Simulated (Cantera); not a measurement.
Cantera with NASA thermochemical tables; ideal gases at 1 bar, condensed phases pure. Values are per mole of reaction as written; species without (g) are pure solids or liquids, kept so even where they would boil at 1 bar. TaC: taken at fixed stoichiometry.

8 OH(g) + 11 TaC → 8 CO(g) + 11 Ta + C3H8(g)

```json
[
 {"T (K)": "650", "ΔH° (kJ)": "…", "ΔS° (J/K)": "…", "ΔG° (kJ)": "…", "log10 K": "…"},
 {"T (K)": "750", "ΔH° (kJ)": "246.0", "ΔS° (J/K)": "300.2", "ΔG° (kJ)": "20.9", "log10 K": "-1.46"},
 {"T (K)": "850", "ΔH° (kJ)": "239.3", "ΔS° (J/K)": "291.8", "ΔG° (kJ)": "-8.7", "log10 K": "0.53"},
 {"T (K)": "950", "ΔH° (kJ)": "233.2", "ΔS° (J/K)": "285.0", "ΔG° (kJ)": "-37.5", "log10 K": "2.06"},
 {"T (K)": "1050", "ΔH° (kJ)": "227.2", "ΔS° (J/K)": "278.9", "ΔG° (kJ)": "-65.7", "log10 K": "3.27"},
 {"T (K)": "1150", "ΔH° (kJ)": "…", "ΔS° (J/K)": "…", "ΔG° (kJ)": "…", "log10 K": "…"},
 {"T (K)": "1250", "ΔH° (kJ)": "215.2", "ΔS° (J/K)": "268.5", "ΔG° (kJ)": "-120.4", "log10 K": "5.03"},
 {"T (K)": "1350", "ΔH° (kJ)": "209.2", "ΔS° (J/K)": "263.9", "ΔG° (kJ)": "-147.0", "log10 K": "5.69"},
 {"T (K)": "1450", "ΔH° (kJ)": "…", "ΔS° (J/K)": "…", "ΔG° (kJ)": "…", "log10 K": "…"},
 {"T (K)": "1550", "ΔH° (kJ)": "196.9", "ΔS° (J/K)": "255.4", "ΔG° (kJ)": "-198.9", "log10 K": "6.70"},
 {"T (K)": "1650", "ΔH° (kJ)": "…", "ΔS° (J/K)": "…", "ΔG° (kJ)": "…", "log10 K": "…"}
]
```

Q: Fill in the missing entries.

A: 
- 650, ΔH° (kJ): 253.5
- 650, ΔS° (J/K): 310.8
- 650, ΔG° (kJ): 51.4
- 650, log10 K: -4.13
- 1150, ΔH° (kJ): 221.2
- 1150, ΔS° (J/K): 273.5
- 1150, ΔG° (kJ): -93.3
- 1150, log10 K: 4.24
- 1450, ΔH° (kJ): 203.1
- 1450, ΔS° (J/K): 259.5
- 1450, ΔG° (kJ): -173.2
- 1450, log10 K: 6.24
- 1650, ΔH° (kJ): 190.5
- 1650, ΔS° (J/K): 251.3
- 1650, ΔG° (kJ): -224.3
- 1650, log10 K: 7.10
